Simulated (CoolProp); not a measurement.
Properties of R1234ze(Z) at several states (Tc = 150.1 °C, pc = 3.531 MPa, ω = 0.327).

The numbers come from the reference Helmholtz-energy equation of state, Akasaka 2019 in CoolProp.

```tsv
T (°C)	p (MPa)	phase	Z	Joule-Thomson coefficient (K/MPa)	isothermal compressibility (1/MPa)	fugacity coefficient
152.15	4.41	supercritical	?	3.387	?	?
94.45	0.447	gas	?	19.45	2.456	0.9218
126.75	2.17	gas	?	20.50	0.9137	0.7262
```

Problem. Some entries are withheld; supply them.

Solution. 
- 152.15, Z: 0.1993
- 152.15, isothermal compressibility (1/MPa): 0.1190
- 152.15, fugacity coefficient: 0.5451
- 94.45, Z: 0.9159
- 126.75, Z: 0.6204
